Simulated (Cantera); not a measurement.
Input: 1 mol Ti(OiPr)4, 4.7 mol CH4, 96 mol H2, held at 1700 Pa.

Cantera equilibrium calculation (NASA polynomials, part measured and part estimated; ideal gas, pure solids and liquids). Candidate condensed phases: C, C6H6, C7H8, C8H18, H2O, Ti, TiC, TiO, TiO2, Ti2O3, Ti3O5, Ti4O7; 113 gas species. The feed counts by its element totals alone. TiC: taken at fixed stoichiometry. Kinetics and transport are ignored.

x: gas mole fraction; n: condensed amount in mol.

```tsv
T (K)	x H2	x CO	x H	x C2H2 (acetylene)	n C(graphite)	n TiC(s)
1175	0.967	0.0324	9.25e-7	?	11.7	1.00
1275	0.967	0.0324	5.56e-6	?	11.7	1.00
1375	0.967	0.0324	2.58e-5	?	11.7	1.00
1475	0.967	0.0324	9.78e-5	?	11.7	1.00
1575	0.967	0.0324	0.000313	?	11.7	1.00
1675	0.967	0.0324	0.000876	?	11.7	1.00
1775	0.965	0.0324	0.00218	?	11.7	1.00
1875	0.962	0.0323	0.00493	?	11.6	1.00
1975	0.957	0.0322	0.0103	?	11.5	1.000
2075	0.947	0.0321	0.0199	?	11.4	1.000
```

Task: Complete the blanks.

Result: 
- 1175, x C2H2 (acetylene): 6.16e-8
- 1275, x C2H2 (acetylene): 3.72e-7
- 1375, x C2H2 (acetylene): 1.72e-6
- 1475, x C2H2 (acetylene): 6.45e-6
- 1575, x C2H2 (acetylene): 2.04e-5
- 1675, x C2H2 (acetylene): 5.61e-5
- 1775, x C2H2 (acetylene): 0.000137
- 1875, x C2H2 (acetylene): 0.000305
- 1975, x C2H2 (acetylene): 0.000621
- 2075, x C2H2 (acetylene): 0.00117
